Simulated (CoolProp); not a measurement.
Isohexane along the isobar 2.09 MPa: Z from the reference equation and from simpler models built on Tc = 224.6 °C, pc = 3.043 MPa, ω = 0.280; each cubic takes its own stable root.

Computed with CoolProp (reference Helmholtz-energy equation of state, Lemmon 2006). It is a short technical equation, of lower accuracy than the large ones.

```
T (°C)   phase  reference
------  ------  ---------
24.85   liquid     0.1117
31.15   liquid     0.1103
37.55   liquid     0.1090
43.85   liquid     0.1078
50.25   liquid     0.1067
56.55   liquid     0.1057
62.95   liquid     0.1047
69.25   liquid     0.1038
75.65   liquid     0.1030
81.95   liquid     0.1022
88.35   liquid     0.1015
94.65   liquid     0.1009
101.05  liquid     0.1004
107.35  liquid    0.09994
113.75  liquid    0.09956
```

Question: How far does each simpler model (van der Waals, Redlich-Kwong, Soave-Redlich-Kwong, Peng-Robinson) lie from the reference over these 15 states: mean and median of the absolute difference, and the worst?

Answer: 
- van der Waals: mean 63.7 %, median 63.6 %, worst +64.1 % at 24.85 °C and 2.09 MPa
- Redlich-Kwong: mean 13.5 %, median 13.3 %, worst +15.5 % at 113.75 °C and 2.09 MPa
- Soave-Redlich-Kwong: mean 9.1 %, median 9.0 %, worst +10.2 % at 113.75 °C and 2.09 MPa
- Peng-Robinson: mean 3.4 %, median 3.6 %, worst -3.7 % at 56.55 °C and 2.09 MPa
